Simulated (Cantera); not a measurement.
Input: 1 mol Cu₂O, 1.9 mol C, 5.3 mol N₂, at 0.330 bar.

Method: chemical equilibrium by Gibbs-energy minimisation in Cantera with the NASA 1993 tables (ideal gas, pure condensed phases). Candidate condensed phases: C, Cu, CuO, Cu₂O; 27 gas species. Kinetics and transport are ignored.

x: gas mole fraction; n: condensed amount in mol.

| T (K) | x N₂ | x Cu | x CO | x Cu₂ | n C(graphite) | n Cu(s) | n Cu(l) |
|---|---|---|---|---|---|---|---|
| 1298 | 0.841 | 4.56e-7 | 0.159 | 3.67e-11 | 0.900 | 2.00 | (withheld) |
| 1398 | 0.841 | 3.93e-6 | 0.159 | 7.56e-10 | 0.900 | 0 | 2.00 |
| 1498 | 0.841 | 2.41e-5 | 0.159 | 9.32e-9 | 0.900 | 0 | 2.00 |
| 1598 | 0.841 | 0.000117 | 0.159 | 8.28e-8 | 0.900 | 0 | 2.00 |
| 1698 | 0.841 | 0.000469 | 0.159 | 5.62e-7 | 0.900 | 0 | 2.00 |
| 1798 | 0.840 | 0.00160 | 0.158 | 3.05e-6 | 0.900 | 0 | 1.99 |
| 1898 | 0.837 | 0.00480 | 0.158 | 1.37e-5 | 0.900 | 0 | 1.97 |
| 1998 | 0.830 | 0.0128 | 0.157 | 5.26e-5 | 0.900 | 0 | 1.92 |
| 2098 | 0.815 | 0.0310 | 0.154 | 0.000176 | 0.900 | 0 | 1.80 |
| 2198 | 0.783 | 0.0692 | 0.148 | 0.000524 | 0.900 | 0 | (withheld) |
| 2298 | 0.719 | 0.144 | 0.136 | 0.00141 | 0.900 | 0 | (withheld) |
| 2398 | 0.640 | 0.237 | 0.121 | 0.00249 | 0.899 | 0 | (withheld) |

**Question.** Some entries are withheld; supply them.

**Answer.** 
- 1298, n Cu(l): 0
- 2198, n Cu(l): 1.52
- 2298, n Cu(l): 0.921
- 2398, n Cu(l): 0
